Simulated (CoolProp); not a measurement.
A Linde-Hampson liquefier for ethane: isothermal reversible compression at 320 K from 1 atm to 30 MPa, throttling to 1 atm, return gas leaving the recuperator 10 K below the feed. Each further row changes one setting.

Computed with CoolProp (reference Helmholtz-energy equation of state, Bücker 2006).

```tsv
case	liquid yield per pass	compression work (kJ/kg of gas)
as stated	0.453	390
high pressure 60 MPa	0.424	457
warm-end temperature 350 K	0.377	457
warm-end gap 15 K	0.446	390
```
